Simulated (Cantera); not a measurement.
An adiabatic, constant-volume homogeneous reactor starts with H2 : O2 : N2 : NO = 1 : 0.568 : 2.14 : 0.0096 (molar parts), at 1125 K and 0.920 bar.

Cantera simulation using GRI-Mech 3.0 (53 species, 325 reactions); the numbers are that mechanism's predictions, not measurements. The mechanism lacks 2 NO + O2 → 2 NO2 and HONO, so NO2 and the effect of NO are under-described below about 1400 K.

x: mole fraction; the columns are a selection and need not sum to one.

| t (s) | T (K) | P (bar) | x H2 | x O2 | x NO | x O | x HO2 | x H | x OH |
|---|---|---|---|---|---|---|---|---|---|
| 5.00e-6 | 1125 | 0.920 | 0.269 | 0.153 | 0.00258 | 5.64e-10 | 3.04e-9 | 4.64e-9 | 3.04e-10 |
| 1.68e-5 | 1125 | 0.920 | 0.269 | 0.153 | 0.00258 | ___ | ___ | ___ | ___ |
| 5.61e-5 | 1129 | 0.923 | 0.268 | 0.152 | 0.00257 | ___ | ___ | ___ | ___ |
| 0.000188 | 2875 | 2.11 | 0.0306 | 0.0262 | 0.00452 | 0.00815 | 1.33e-5 | 0.0129 | 0.0311 |
| 0.000630 | 2869 | 2.11 | 0.0311 | 0.0243 | 0.00960 | 0.00766 | 1.24e-5 | 0.0127 | 0.0301 |
| 0.00211 | 2866 | 2.10 | 0.0313 | 0.0234 | 0.0121 | 0.00743 | 1.20e-5 | 0.0126 | 0.0296 |
| 0.00707 | 2866 | 2.10 | 0.0313 | 0.0234 | 0.0121 | 0.00742 | 1.20e-5 | 0.0126 | 0.0296 |
| 0.0237 | 2866 | 2.10 | 0.0313 | 0.0234 | 0.0121 | 0.00742 | 1.20e-5 | 0.0126 | 0.0296 |
| 0.0794 | 2866 | 2.10 | 0.0313 | 0.0234 | 0.0121 | 0.00742 | 1.20e-5 | 0.0126 | 0.0296 |
| 0.266 | 2866 | 2.10 | 0.0313 | 0.0234 | 0.0121 | 0.00742 | 1.20e-5 | 0.0126 | 0.0296 |
| 0.891 | 2866 | 2.10 | 0.0313 | 0.0234 | 0.0121 | 0.00742 | 1.20e-5 | 0.0126 | 0.0296 |
| 2.98 | 2866 | 2.10 | 0.0313 | 0.0234 | 0.0121 | 0.00742 | 1.20e-5 | 0.0126 | 0.0296 |
| 10.0 | 2866 | 2.10 | 0.0313 | 0.0234 | 0.0121 | 0.00742 | 1.20e-5 | 0.0126 | 0.0296 |

What belongs in the gaps?


- 1.68e-5, x O: 1.27e-8
- 1.68e-5, x HO2: 2.77e-8
- 1.68e-5, x H: 9.51e-8
- 1.68e-5, x OH: 6.18e-9
- 5.61e-5, x O: 8.30e-5
- 5.61e-5, x HO2: 5.98e-5
- 5.61e-5, x H: 0.000616
- 5.61e-5, x OH: 4.86e-5
